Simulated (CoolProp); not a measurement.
The numbers come from the reference Helmholtz-energy equation of state, Lemmon 2006 in CoolProp. It is a short technical equation, of lower accuracy than the large ones.

Task: For carbon monoxide, give the phase and the Z, cp (kJ/(kg K)), cv (kJ/(kg K)), speed of sound (m/s) at -159.45 °C and 10.5 MPa.

Result: 
- -159.45 °C and 10.5 MPa: liquid; Z 0.456, cp 2.16, cv 0.999, speed of sound 683
